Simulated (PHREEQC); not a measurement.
A solution holds 0.01 mol NaHCO3, 0.0014 mol HCl and 3.8e-05 mol FeCl2 per kg of water, at 25 °C. Closed to the air; pH follows from the charge balance.

All values are PHREEQC results (ion-association model, wateq4f.dat), not measurements.

This is a speciation only: nothing precipitates in the calculation.

**Question.** Estimate the pH, ionic strength.

**Answer.** pH 7.09; ionic strength 0.0100 mol/kgw.

**Question.** In which forms is Fe present?

**Answer.** Fe+2 60 %, FeHCO3+ 35 %, FeCO3 4.3 % of the Fe.

Saturation is exceeded, for instance for Siderite; the values hold only as long as no solid forms.
